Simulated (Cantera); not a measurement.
Input: 1 mol B2O3, 6.9 mol O2, 31 mol N2, held at 2048 K and 1.33 mbar.

Equilibrium computed with Cantera from the NASA thermochemical tables; the gas is ideal and each condensed phase is pure. Candidate condensed phases: B, BN, B2O3; 17 gas species. The numbers say what is thermodynamically allowed, not how fast it happens.

Base state: N2 0.785, O2 0.162, BO2 0.0183, B2O3 0.0161, O 0.0106, NO 0.00764, BO 0.000352 (mole fractions); condensed: gas only.

### Question
What changes in the equilibrium state with this change: pressure from 1.33 mbar to 10.0 mbar?

### Answer
| species | before | after |
|---|---|---|
| N2 | 0.785 | 0.789 |
| O2 | 0.162 | 0.168 |
| B2O3 | 0.0161 | 0.0194 |
| O | 0.0106 | 0.00393 |
| BO2 | 0.0183 | 0.0122 |
| BO | 0.000352 | 8.46e-5 |
| NO | 0.00764 | 0.00779 |
